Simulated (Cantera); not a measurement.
A jet of 7.05 % CH₄, 15.7 % O₂, 77.3 % N₂, equivalence ratio 0.90 at 300 K and 0.0590 bar hits a platinum plate 8.4 cm away at a mass flux of 0.064 kg/m²/s; the plate temperature is set and raised in steps from an oxygen-covered start.

Computed with Cantera and Deutschmann's 1995 Pt surface mechanism with GRI-Mech 3.0 gas chemistry. Catalytic surfaces can have several steady states; this one follows from the mechanism file's or the stated starting coverage.

One state of this run: wall x CH₄ = 0.00789; wall x O₂ = 0.0239; wall x H₂O = 0.115; wall x OH = 1.26e-5; wall x CO = 3.56e-5; wall x CO₂ = 0.0769; θ free Pt = 0.779; θ O* = 0.220; θ OH* = 0.000758. x: mole fraction at the wall; θ: surface coverage.

Task: Which value of plate T (K) does it belong to?
(A) 1300
(B) 1250
(C) 950
(D) 1200

Result: B, 1250
